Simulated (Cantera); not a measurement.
Input: 1 mol Si, 0.0076 mol O2, 81 mol CO, at 56.0 Pa.

Cantera equilibrium calculation (NASA polynomials, part measured and part estimated; ideal gas, pure solids and liquids). Candidate condensed phases: C, Si, SiC, SiO2; 20 gas species. Mutual solubility and eutectic melting of coexisting phases are not modelled. The tables hold silica as quartz up to 1696 K and as liquid above; real silica turns to tridymite and cristobalite and melts near 1996 K. Kinetics and transport are ignored.

x: gas mole fraction; n: condensed amount in mol.

| T (°C) | x CO | x CO2 | x SiO | x Si | n C(graphite) | n SiO2(β-quartz) | n SiC(s) |
|---|---|---|---|---|---|---|---|
| 575 | 0.988 | 0.0125 | <1e-12 | <1e-12 | 2.96 | 1.00 | 0 |
| 625 | 0.997 | 0.00327 | <1e-12 | <1e-12 | 2.24 | 1.00 | 0 |
| 675 | 0.999 | 0.000979 | <1e-12 | <1e-12 | 2.06 | 1.00 | 0 |
| 725 | 1.000 | 0.000331 | 3.47e-12 | <1e-12 | 2.01 | 1.00 | 0 |
| 775 | 1.000 | 0.000124 | 1.81e-10 | <1e-12 | 1.99 | 1.00 | 0 |
| 825 | 1.000 | 5.11e-5 | 6.52e-9 | <1e-12 | 1.99 | 1.000 | 0 |
| 875 | 1.000 | 2.28e-5 | 1.71e-7 | <1e-12 | 1.99 | 1.000 | 0 |
| 925 | 1.000 | 1.09e-5 | 3.41e-6 | <1e-12 | 1.99 | 1.000 | 0 |
| 975 | 1.000 | [?] | [?] | [?] | 1.98 | 0.996 | 0 |
| 1025 | 0.999 | 2.96e-6 | 0.000668 | 1.93e-10 | 1.93 | 0.947 | 0 |
| 1075 | 0.996 | 3.21e-6 | 0.00359 | 2.45e-9 | 0 | 0.145 | 0.565 |
| 1125 | 0.994 | 2.18e-6 | 0.00626 | 1.49e-8 | 0 | 0 | 0.492 |
| 1175 | 0.994 | [?] | 0.00626 | [?] | 0 | 0 | 0.492 |
| 1225 | 0.994 | 6.73e-7 | 0.00627 | 2.33e-7 | 0 | 0 | 0.492 |

**Question.** Fill in the missing entries.

**Answer.** 
- 975, x CO2: 5.53e-6
- 975, x SiO: 5.32e-5
- 975, x Si: 3.00e-12
- 1175, x CO2: 1.19e-6
- 1175, x Si: 6.19e-8
